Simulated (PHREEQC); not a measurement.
A solution holds 0.037 mol/kgw MgCl2, 0.00025 mol/kgw NaHCO3 and 0.083 mol/kgw NaCl, at 45 °C. Closed to the air; pH follows from the charge balance.

Equilibrium calculation in PHREEQC: ion-association model, phreeqc.dat.

Each row changes one thing in this solution. Precipitation was switched off in this run.

```tsv
case	pH	HCO3- (mol/kgw)	CO2 (mol/kgw)	NaHCO3 (mol/kgw)	NaCO3- (mol/kgw)	CO3-2 (mol/kgw)	SI of Halite (NaCl)
as made	7.33	0.000196	1.25e-5	4.32e-6	7.97e-7	6.62e-7	-3.75
MgCl2 replaced by (CH3)4NCl at the same molality	7.71	0.000234	6.73e-6	5.66e-6	2.34e-6	1.66e-6	-3.83
MgCl2 from 0.037 to 0.0185 mol/kgw	7.45	0.000211	1.07e-5	4.96e-6	1.16e-6	8.59e-7	___
diluted 10-fold with water	7.29	2.22e-5	1.93e-6	7.08e-8	9.67e-9	4.16e-8	___
temperature from 45 to 5 °C	7.94	0.000203	5.58e-6	5.84e-6	1.95e-7	1.14e-6	-3.70
temperature from 45 to 25 °C	7.62	0.000201	7.85e-6	5.04e-6	4.54e-7	9.34e-7	-3.72
NaCl from 0.083 to 0.0166 mol/kgw	7.34	0.000195	1.30e-5	9.46e-7	1.69e-7	6.02e-7	-4.65
0.013 mol/kgw KCl added	7.34	0.000196	1.24e-5	4.28e-6	7.96e-7	6.76e-7	-3.72
```

Task: Fill in the missing entries.

Result: 
- MgCl2 from 0.037 to 0.0185 mol/kgw, SI of Halite (NaCl): -3.84
- diluted 10-fold with water, SI of Halite (NaCl): -5.59

Species that the database lacks are ignored. At this temperature some constants are extrapolated from 25 °C, and those without enthalpy data are left unchanged.
